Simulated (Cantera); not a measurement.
What does this Cantera script print?

```python
import numpy as np
import cantera as ct

gas_names = """
    C CN CO CO2 C2 CCN CNC C2N2 C2O C3 C3O2 C4 C4N2 C5 N NCO NO NO2 NO3 N2 N2O O O2 O3 Pb PbO Pb2
""".split()
cond_names = """
    C(gr) Pb(cr) Pb(L) PbO(rd) PbO(yw) PbO(L) PbO2(s) Pb3O4(s)
""".split()


# ... load() reads the species with a 1 bar reference pressure and builds the phases ...
atoms = {
    'Pb': {'Pb': 1},
    'CO': {'C': 1, 'O': 1},
    'N2': {'N': 2},
    'O2': {'O': 2},
}
top_T = {'C(gr)': 4500, 'Pb3O4(s)': 820}  # K; cautious upper limits of use, not melting points


# ... equilibrate(T, P, feed) seeds the gas with the atoms and calls Mixture.equilibrate('TP', solver="vcs", rtol=1e-11, max_steps=5000) ...
results = []
feed = {'Pb': 1, 'CO': 0.33, 'N2': 5.1, 'O2': 0.013}  # mol
P = 22000  # Pa
for T in [875, 950, 1025, 1100, 1175, 1250, 1325, 1400, 1475]:
    mix = equilibrate(T, P, feed)
    results.append((T, P, feed, dict(zip(mix.species_names, mix.species_moles))))
    x = sorted(zip(gas.X, gas.species_names), reverse=True)
    print(f"T = {T:g} K  P = {P:g} Pa  gas = {mix.phase_moles(0):.4g} mol")
    print("   x: " + "  ".join(f"{s} {v:.3e}" for v, s in x if v > 1e-06))
    print("   condensed (mol): " + ("  ".join(f"{mix.phase(i).name} {mix.phase_moles(i):.4g}"
          for i in range(1, mix.n_phases) if mix.phase_moles(i) > 1e-12) or "none"))
```

It prints:

```
T = 875 K  P = 22000 Pa  gas = 5.421 mol
   x: N2 9.409e-01  CO 5.259e-02  CO2 6.543e-03  Pb 3.065e-06
   condensed (mol): C(gr) 0.009467  Pb(L) 1
T = 950 K  P = 22000 Pa  gas = 5.43 mol
   x: N2 9.392e-01  CO 5.598e-02  CO2 4.788e-03  Pb 2.287e-05
   condensed (mol): Pb(L) 0.9999
T = 1025 K  P = 22000 Pa  gas = 5.431 mol
   x: N2 9.391e-01  CO 5.598e-02  CO2 4.788e-03  Pb 1.264e-04
   condensed (mol): Pb(L) 0.9993
T = 1100 K  P = 22000 Pa  gas = 5.433 mol
   x: N2 9.387e-01  CO 5.595e-02  CO2 4.786e-03  Pb 5.507e-04
   condensed (mol): Pb(L) 0.997
T = 1175 K  P = 22000 Pa  gas = 5.441 mol
   x: N2 9.374e-01  CO 5.587e-02  CO2 4.779e-03  Pb 1.979e-03
   condensed (mol): Pb(L) 0.9892
T = 1250 K  P = 22000 Pa  gas = 5.463 mol
   x: N2 9.335e-01  CO 5.564e-02  Pb 6.078e-03  CO2 4.759e-03
   condensed (mol): Pb(L) 0.9668
T = 1325 K  P = 22000 Pa  gas = 5.52 mol
   x: N2 9.238e-01  CO 5.507e-02  Pb 1.639e-02  CO2 4.709e-03  Pb2 1.927e-06
   condensed (mol): Pb(L) 0.9095
T = 1400 K  P = 22000 Pa  gas = 5.654 mol
   x: N2 9.020e-01  CO 5.377e-02  Pb 3.961e-02  CO2 4.597e-03  Pb2 8.368e-06  PbO 1.385e-06
   condensed (mol): Pb(L) 0.7759
T = 1475 K  P = 22000 Pa  gas = 5.95 mol
   x: N2 8.572e-01  Pb 8.732e-02  CO 5.110e-02  CO2 4.364e-03  Pb2 3.112e-05  PbO 5.985e-06
   condensed (mol): Pb(L) 0.4801
```

Equilibrium computed with Cantera from the NASA thermochemical tables; the gas is ideal and each condensed phase is pure.
